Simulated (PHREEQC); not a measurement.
Solution (80 °C): 0.0018 mol/kgw ZnSO4, 0.0065 mol/kgw AlCl3 and 0.0022 mol/kgw Na2SO4. Closed to the air; pH follows from the charge balance.

Computed with PHREEQC (ion-association model, wateq4f.dat).

The pH comes out as 3.19 and the ionic strength is 0.0338 mol/kgw.

```tsv
species	molality	activity	log γ
Cl-	0.0192	0.0158	-0.086
Na+	0.00439	0.00364	-0.082
Al+3	0.00309	0.000767	-0.606
AlSO4+	0.00260	0.00215	-0.082
Zn+2	0.00140	0.000695	-0.306
SO4-2	0.00102	0.000487	-0.322
H+	0.000747	0.000640	-0.067
AlOH+2	0.000611	0.000296	-0.314
ZnCl+	0.000277	0.000228	-0.084
HSO4-	0.000150	0.000124	-0.082
Al(OH)2+	0.000142	0.000119	-0.079
ZnSO4	0.000112	0.000113	0.003
```

No solid was allowed to form. Examples of supersaturated solids here: Boehmite (slow to form), Gibbsite (slow to form). Others may be too. Constants without temperature data keep their 25 °C values here.
